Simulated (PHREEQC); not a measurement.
NaCl is added in steps, without added water, to 1 kg of water holding 0.013 mol/kgw CuSO4 and 0.0026 mol/kgw HBF4, at 70 °C. Oxygen is held at 0.21 atm. No CO2 enters from the air. Only these solids could form: Cu(OH)2, Brochantite, Antlerite, Atacamite, Halite, Mirabilite, Chalcanthite, CuF2:2H2O.

Base run: PHREEQC, ion-association model, wateq4f.dat. Each further column changes one thing. The table gives CuCl+ (mol/kgw).

| NaCl added (mol) | base | Debye-Hückel limiting law | database phreeqc.dat | all activity coefficients set to 1 |
|---|---|---|---|---|
| 0 | 0 | 0 | 0 | 0 |
| 0.00195 | 0.000140 | 0.000116 | 0.000140 | 0.000184 |
| 0.00455 | 0.000320 | 0.000261 | 0.000321 | 0.000420 |
| 0.0065 | 0.000450 | 0.000364 | 0.000451 | 0.000591 |
| 0.00845 | 0.000576 | 0.000463 | 0.000577 | 0.000758 |
| 0.01105 | 0.000738 | 0.000588 | 0.000740 | 0.000972 |
| 0.013 | 0.000856 | 0.000676 | 0.000858 | 0.00113 |
| 0.01495 | 0.000970 | 0.000761 | 0.000972 | 0.00128 |
| 0.01755 | 0.00112 | 0.000869 | 0.00112 | 0.00147 |
| 0.0195 | 0.00123 | 0.000945 | 0.00123 | 0.00162 |
| 0.02145 | 0.00133 | 0.00102 | 0.00133 | 0.00175 |
| 0.02405 | 0.00147 | 0.00111 | 0.00147 | 0.00193 |
| 0.026 | 0.00156 | 0.00118 | 0.00157 | 0.00206 |

Constants without temperature data keep their 25 °C values here. Real BF4- forms and hydrolyses slowly; the run takes it at equilibrium. phreeqc.dat and wateq4f.dat share most of their constants, so their agreement is no independent check. Solids allowed in the column 'database phreeqc.dat': Halite.
